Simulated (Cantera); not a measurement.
A Cantera script and what it prints.

```python
import numpy as np
import cantera as ct

gas_names = """
    H HO2 H2 H2O H2O2 O OH O2 O3 Ti TiO TiO2
""".split()
cond_names = """
    H2O(s) H2O(L) Ti(a) Ti(b) Ti(L) TiO(a) TiO(b) TiO(L) TiO2(ru) TiO2(L) Ti2O3(a) Ti2O3(b) Ti2O3(L)
    Ti3O5(a) Ti3O5(b) Ti3O5(L) Ti4O7(s) Ti4O7(L)
""".split()


# ... load() reads the species with a 1 bar reference pressure and builds the phases ...
atoms = {
    'TiO2': {'Ti': 1, 'O': 2},
    'H2O': {'H': 2, 'O': 1},
    'H2': {'H': 2},
}
top_T = {}  # K; cautious upper limits of use, not melting points


# ... equilibrate(T, P, feed) seeds the gas with the atoms and calls Mixture.equilibrate('TP', solver="vcs", rtol=1e-11, max_steps=5000) ...
results = []
feed = {'TiO2': 1, 'H2O': 0.013, 'H2': 3.5}  # mol
T = 1248  # K
P = 100000  # Pa
mix = equilibrate(T, P, feed)
results.append((T, P, feed, dict(zip(mix.species_names, mix.species_moles))))
x = sorted(zip(gas.X, gas.species_names), reverse=True)
print(f"T = {T:g} K  P = {P:g} Pa  gas = {mix.phase_moles(0):.4g} mol")
print("   x: " + "  ".join(f"{s} {v:.3e}" for v, s in x if v > 0.0001))
print("   condensed (mol): " + ("  ".join(f"{mix.phase(i).name} {mix.phase_moles(i):.4g}"
      for i in range(1, mix.n_phases) if mix.phase_moles(i) > 1e-12) or "none"))
```

It prints:

```
T = 1248 K  P = 100000 Pa  gas = 3.513 mol
   x: H2 9.963e-01  H2O 3.701e-03
   condensed (mol): TiO2(ru) 1
```

Equilibrium computed with Cantera from the NASA thermochemical tables; the gas is ideal and each condensed phase is pure.
